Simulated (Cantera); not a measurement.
A closed system holds: 1 mol PbO, 0.29 mol CO, 23 mol H₂, at 1350 K.

Equilibrium computed with Cantera from the NASA thermochemical tables; the gas is ideal and each condensed phase is pure. Candidate condensed phases: C, C₆H₆, C₇H₈, C₈H₁₈, H₂O, Pb, PbO, PbO₂, Pb₃O₄; 113 gas species. Rates play no part.

x: gas mole fraction; n: condensed amount in mol.

| P (Pa) | x H₂ | x H₂O | x Pb | x CO | x CH₄ | x CO₂ | x H | n Pb(l) |
|---|---|---|---|---|---|---|---|---|
| 10 | 0.906 | 0.0409 | 0.0412 | 0.0117 | <1e-12 | 0.000268 | 0.000227 | 0 |
| 36 | 0.906 | 0.0409 | 0.0412 | 0.0117 | <1e-12 | 0.000268 | 0.000120 | 0 |
| 130 | 0.906 | 0.0409 | 0.0412 | 0.0117 | (withheld) | 0.000268 | 6.29e-5 | 0 |
| 460 | 0.906 | 0.0409 | 0.0412 | 0.0117 | (withheld) | 0.000268 | 3.34e-5 | 0 |
| 1700 | 0.906 | 0.0409 | 0.0412 | 0.0117 | (withheld) | 0.000268 | 1.74e-5 | 0 |
| 6000 | 0.906 | 0.0409 | 0.0412 | 0.0117 | (withheld) | 0.000268 | 9.26e-6 | 0 |
| 22000 | 0.924 | 0.0417 | 0.0222 | 0.0119 | (withheld) | 0.000273 | 4.88e-6 | 0.470 |
| 77000 | 0.939 | 0.0424 | 0.00635 | 0.0121 | (withheld) | 0.000278 | 2.63e-6 | 0.851 |
| 280000 | 0.943 | 0.0427 | 0.00175 | 0.0121 | (withheld) | 0.000278 | 1.38e-6 | 0.959 |
| 1000000 | 0.944 | 0.0434 | 0.000489 | 0.0115 | (withheld) | 0.000269 | 7.32e-7 | 0.989 |

Task: Complete the blanks.

Result: 
- 130, x CH₄: 1.18e-11
- 460, x CH₄: 1.48e-10
- 1700, x CH₄: 2.03e-9
- 6000, x CH₄: 2.52e-8
- 22000, x CH₄: 3.60e-7
- 77000, x CH₄: 4.62e-6
- 280000, x CH₄: 6.16e-5
- 1000000, x CH₄: 0.000732
